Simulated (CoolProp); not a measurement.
Vapour-liquid equilibrium of n-butane (1) + benzene (2) at 373.3 K; x and y are mole fractions of (1).

The numbers come from the multi-fluid Helmholtz-energy mixture model, Bücker 2006 and Thol 2012; pair parameters Bell 2016 in CoolProp.

**Question.** Give the bubble pressure and the first vapour's composition at x = 0.35, 0.65, 0.8. Is there an azeotrope?

**Answer.** x = 0.35: 6.996 bar, y = 0.799; x = 0.65: 10.76 bar, y = 0.909; x = 0.8: 12.55 bar, y = 0.946. No azeotrope shows between x = 0.05 and 0.95.

The pair parameters rest on a limited set of measurements; away from them the model extrapolates. The gap from Raoult's law changes sign with composition, which may be real or a fault of the pair parameters; it wasn't checked against measurements.
